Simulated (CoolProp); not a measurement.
Vapour-liquid equilibrium of CH2F2 (R32) (1) + propylene (2) at 279.3 K; x and y are mole fractions of (1).

The numbers come from the multi-fluid Helmholtz-energy mixture model, Tillner-Roth 1997 and Lemmon 2013; pair parameters Bell 2016 in CoolProp.

**Question.** Give the bubble pressure and the first vapour's composition at x = 0.05, 0.25, 0.35. Is there an azeotrope?

**Answer.** x = 0.05: 0.7976 MPa, y = 0.147; x = 0.25: 1.046 MPa, y = 0.428; x = 0.35: 1.112 MPa, y = 0.500. y crosses x between x = 0.65 and 0.75: the model has an azeotrope there.

Pair parameters are fitted to limited data, so mixtures are less certain than the pure fluids.
